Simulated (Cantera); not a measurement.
**Pyrogenic steam for wet oxidation**

An isothermal, constant-pressure homogeneous reactor starts with 42.1 % H2, 32.4 % O2, 25.6 % N2, equivalence ratio 0.65, at 1123 K and 0.132 atm.

Computed with Cantera and GRI-Mech 3.0 (53 species, 325 reactions). The temperature is held fixed by assumption; the heat of reaction is taken as removed at once.

```json
[
 {"t (s)": "0.000300", "x H2": "0.0785", "x O2": "0.180", "x NO": "9.27e-7", "x H2O2": "3.66e-6", "x O": "0.0254"},
 {"t (s)": "0.000726", "x H2": "0.00965", "x O2": "0.146", "x NO": "2.99e-6", "x H2O2": "7.82e-6", "x O": "0.00276"},
 {"t (s)": "0.00176", "x H2": "0.00131", "x O2": "0.144", "x NO": "3.02e-6", "x H2O2": "4.30e-6", "x O": "0.000250"},
 {"t (s)": "0.00425", "x H2": "0.000219", "x O2": "0.143", "x NO": "2.99e-6", "x H2O2": "1.65e-6", "x O": "3.70e-5"},
 {"t (s)": "0.0103", "x H2": "3.48e-5", "x O2": "0.143", "x NO": "2.97e-6", "x H2O2": "5.79e-7", "x O": "7.20e-6"},
 {"t (s)": "0.0249", "x H2": "5.50e-6", "x O2": "0.143", "x NO": "2.97e-6", "x H2O2": "2.03e-7", "x O": "1.77e-6"},
 {"t (s)": "0.0602", "x H2": "1.12e-6", "x O2": "0.143", "x NO": "2.99e-6", "x H2O2": "7.42e-8", "x O": "5.38e-7"},
 {"t (s)": "0.146", "x H2": "3.26e-7", "x O2": "0.143", "x NO": "3.01e-6", "x H2O2": "2.88e-8", "x O": "1.88e-7"},
 {"t (s)": "0.353", "x H2": "1.14e-7", "x O2": "0.143", "x NO": "3.02e-6", "x H2O2": "1.17e-8", "x O": "7.13e-8"},
 {"t (s)": "0.854", "x H2": "4.43e-8", "x O2": "0.143", "x NO": "3.03e-6", "x H2O2": "4.89e-9", "x O": "2.85e-8"},
 {"t (s)": "2.07", "x H2": "1.92e-8", "x O2": "0.143", "x NO": "3.03e-6", "x H2O2": "2.15e-9", "x O": "1.22e-8"},
 {"t (s)": "5.00", "x H2": "1.09e-8", "x O2": "0.143", "x NO": "3.02e-6", "x H2O2": "1.13e-9", "x O": "6.22e-9"}
]
```
x: mole fraction; the columns are a selection and need not sum to one.

Equilibrium at this temperature and pressure: H2 8.92e-9, O2 0.143, NO 5.56e-5, H2O2 8.46e-10, O 4.59e-9 (gas phase only).
